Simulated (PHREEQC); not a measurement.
Dissolve 110 mmol/kgw AgF, 14 mmol/kgw HNO3 and 150 mmol/kgw Cu(NO3)2 at 15 °C. Closed to the air; pH follows from the charge balance.

Computed with PHREEQC (ion-association model, wateq4f.dat).

Each row changes one thing in this solution. This is a speciation only: nothing precipitates in the calculation.

```json
[
 {"case": "as made", "pH": "3.62", "ionic strength (mol/kgw)": "0.493"},
 {"case": "Cu(NO3)2 from 0.15 to 0.3 mol/kgw", "pH": "3.48", "ionic strength (mol/kgw)": "0.921"},
 {"case": "Cu(NO3)2 left out", "pH": "3.88", "ionic strength (mol/kgw)": "0.0973"},
 {"case": "AgF left out", "pH": "1.97", "ionic strength (mol/kgw)": "0.464"},
 {"case": "temperature from 15 to 20 °C", "pH": "3.65", "ionic strength (mol/kgw)": "0.492"},
 {"case": "HNO3 from 0.014 to 0.0154 mol/kgw", "pH": "3.57", "ionic strength (mol/kgw)": "0.494"},
 {"case": "HNO3 replaced by Cd(NO3)2 at the same molality", "pH": "4.94", "ionic strength (mol/kgw)": "0.518"},
 {"case": "temperature from 15 to 45 °C", "pH": "3.82", "ionic strength (mol/kgw)": "0.488"}
]
```

The ionic strength passes 0.7 mol/kgw, the rough limit of the ion-association models, in Cu(NO3)2 from 0.15 to 0.3 mol/kgw. Some of these states are supersaturated (in CuF2:2H2O, Cu2(OH)3NO3, for instance). Away from 25 °C the constants follow the database's enthalpies or fits; those with neither stay at their 25 °C values.
